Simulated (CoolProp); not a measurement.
Vapour-liquid equilibrium of carbon dioxide (1) + n-perfluorobutane (2) at 222.2 K; x and y are mole fractions of (1).

The numbers come from the multi-fluid Helmholtz-energy mixture model, Span 1996 and Gao 2022; pair parameters Bell 2016 in CoolProp.

```json
[
 {"x": "0.05", "bubble pressure, mixture model (kPa)": "64.30", "bubble pressure, Raoult's law (kPa)": "40.56", "y, mixture model": "…", "y, Raoult's law": "0.809"},
 {"x": "0.125", "bubble pressure, mixture model (kPa)": "…", "bubble pressure, Raoult's law (kPa)": "89.18", "y, mixture model": "0.952", "y, Raoult's law": "0.920"},
 {"x": "0.2", "bubble pressure, mixture model (kPa)": "256.0", "bubble pressure, Raoult's law (kPa)": "137.8", "y, mixture model": "0.971", "y, Raoult's law": "0.953"},
 {"x": "0.275", "bubble pressure, mixture model (kPa)": "337.4", "bubble pressure, Raoult's law (kPa)": "186.4", "y, mixture model": "0.979", "y, Raoult's law": "0.968"},
 {"x": "0.35", "bubble pressure, mixture model (kPa)": "399.0", "bubble pressure, Raoult's law (kPa)": "235.0", "y, mixture model": "0.983", "y, Raoult's law": "0.977"},
 {"x": "0.425", "bubble pressure, mixture model (kPa)": "441.6", "bubble pressure, Raoult's law (kPa)": "283.7", "y, mixture model": "0.985", "y, Raoult's law": "0.983"},
 {"x": "0.5", "bubble pressure, mixture model (kPa)": "469.7", "bubble pressure, Raoult's law (kPa)": "332.3", "y, mixture model": "…", "y, Raoult's law": "0.988"},
 {"x": "0.575", "bubble pressure, mixture model (kPa)": "…", "bubble pressure, Raoult's law (kPa)": "380.9", "y, mixture model": "0.987", "y, Raoult's law": "0.991"},
 {"x": "0.65", "bubble pressure, mixture model (kPa)": "506.3", "bubble pressure, Raoult's law (kPa)": "429.5", "y, mixture model": "0.988", "y, Raoult's law": "0.993"},
 {"x": "0.725", "bubble pressure, mixture model (kPa)": "525.2", "bubble pressure, Raoult's law (kPa)": "478.1", "y, mixture model": "0.989", "y, Raoult's law": "0.995"},
 {"x": "0.8", "bubble pressure, mixture model (kPa)": "549.5", "bubble pressure, Raoult's law (kPa)": "526.7", "y, mixture model": "0.991", "y, Raoult's law": "0.997"},
 {"x": "0.875", "bubble pressure, mixture model (kPa)": "581.8", "bubble pressure, Raoult's law (kPa)": "575.4", "y, mixture model": "0.994", "y, Raoult's law": "0.998"},
 {"x": "0.95", "bubble pressure, mixture model (kPa)": "623.5", "bubble pressure, Raoult's law (kPa)": "624.0", "y, mixture model": "0.997", "y, Raoult's law": "0.999"}
]
```

### Question
What belongs in the gaps?

### Answer

- 0.05, y, mixture model: 0.876
- 0.125, bubble pressure, mixture model (kPa): 160.6
- 0.5, y, mixture model: 0.986
- 0.575, bubble pressure, mixture model (kPa): 489.4

The largest gap from Raoult's law is +85.8 % in bubble pressure, at x = 0.2. No azeotrope shows between x = 0.05 and 0.95.

The pair parameters rest on a limited set of measurements; away from them the model extrapolates. With so large a gap from Raoult's law the liquid may split in two, which this calculation doesn't test in full.
